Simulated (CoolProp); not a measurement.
Computed with CoolProp (reference Helmholtz-energy equation of state, Gao 2020).

Give the vapour pressure (MPa), enthalpy of vaporisation (kJ/kg), liquid cp (kJ/(kg K)) of saturated ammonia at -14.05, 4.95, 23.95 °C.


```
T (°C)  p (MPa)  enthalpy of vaporisation (kJ/kg)  liquid cp (kJ/(kg K))
------  -------  --------------------------------  ---------------------
-14.05    0.246                              1310                   4.54
4.95      0.515                              1240                   4.64
23.95     0.971                              1170                   4.77
```
